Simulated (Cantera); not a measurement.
An isothermal, constant-pressure homogeneous reactor starts with CO : O2 : H2O : N2 = 0.0096 : 0.003 : 0.00041 : 1 (molar parts), equivalence ratio 1.6, at 1225 K and 840000 Pa. Integrator tolerance rtol = 1e-08.

Model: GRI-Mech 3.0 (53 species, 325 reactions), integrated in Cantera.

Problem. What does this change do: N2 1 to 0.13 parts?

Solution. 
| quantity | before | after |
|---|---|---|
| x(CO) at 40.0 s | 0.00347 (gas-phase equilibrium 0.00345) | 0.0250 (gas-phase equilibrium 0.0249) |
| x(O2) at 40.0 s | 8.21e-10 (gas-phase equilibrium <1e-12) | 3.06e-11 (gas-phase equilibrium <1e-12) |
| x(H2O) at 40.0 s | 0.000308 (gas-phase equilibrium 0.000292) | 0.00219 (gas-phase equilibrium 0.00211) |
| x(H2O2) at 40.0 s | <1e-12 (gas-phase equilibrium <1e-12) | <1e-12 (gas-phase equilibrium <1e-12) |
| x(NO) at 40.0 s | 1.09e-7 (gas-phase equilibrium 1.10e-11) | 9.28e-9 (gas-phase equilibrium 1.06e-11) |
| x(H2) at 40.0 s | 9.80e-5 (gas-phase equilibrium 0.000114) | 0.000740 (gas-phase equilibrium 0.000819) |
The temperature is held fixed by assumption; the heat of reaction is taken as removed at once.

Problem. What does this change do: N2 1 to 0.1 parts?

Solution. 
```tsv
quantity	before	after
x(CO) at 40.0 s	0.00347 (gas-phase equilibrium 0.00345)	0.0318 (gas-phase equilibrium 0.0317)
x(O2) at 40.0 s	8.21e-10 (gas-phase equilibrium <1e-12)	8.41e-12 (gas-phase equilibrium <1e-12)
x(H2O) at 40.0 s	0.000308 (gas-phase equilibrium 0.000292)	0.00278 (gas-phase equilibrium 0.00268)
x(H2O2) at 40.0 s	<1e-12 (gas-phase equilibrium <1e-12)	<1e-12 (gas-phase equilibrium <1e-12)
x(NO) at 40.0 s	1.09e-7 (gas-phase equilibrium 1.10e-11)	4.38e-9 (gas-phase equilibrium 1.05e-11)
x(H2) at 40.0 s	9.80e-5 (gas-phase equilibrium 0.000114)	0.000951 (gas-phase equilibrium 0.00104)
```
The temperature is held fixed by assumption; the heat of reaction is taken as removed at once.
